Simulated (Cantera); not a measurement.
Input: 1 mol SiHCl₃, 87 mol N₂, equilibrated at 0.00133 bar.

Equilibrium computed with Cantera from the NASA thermochemical tables; the gas is ideal and each condensed phase is pure. Candidate condensed phases: NH₄Cl, Si, Si₃N₄; 28 gas species. N₂ is the only nitrogen source here; it is nearly inert below about 1500 K, so the nitride shown seldom forms there in practice. Equilibrium is a limit: real reactors are often held back by kinetics, nucleation or transport.

Q: Which condensed phases are stable at each of these points (T (K)): 898, 948, 998, 1048, 1098, 1148, 1198, 1248, 1298, 1348, 1398, 1448, 1498?

A: 
```
T (K)  condensed phases  Si condensed (%)
-----  ----------------  ----------------
898            Si₃N₄(s)              48.5
948            Si₃N₄(s)              48.6
998            Si₃N₄(s)              48.7
1048           Si₃N₄(s)              48.6
1098           Si₃N₄(s)              48.2
1148           Si₃N₄(s)              46.9
1198           Si₃N₄(s)              43.4
1248           Si₃N₄(s)              35.5
1298           Si₃N₄(s)              22.2
1348           Si₃N₄(s)               8.3
1398           gas only               0.0
1448           gas only               0.0
1498           gas only               0.0
```

From 898 K to 1348 K the condensed part is Si₃N₄(s). From 1398 K to 1498 K nothing is condensed.
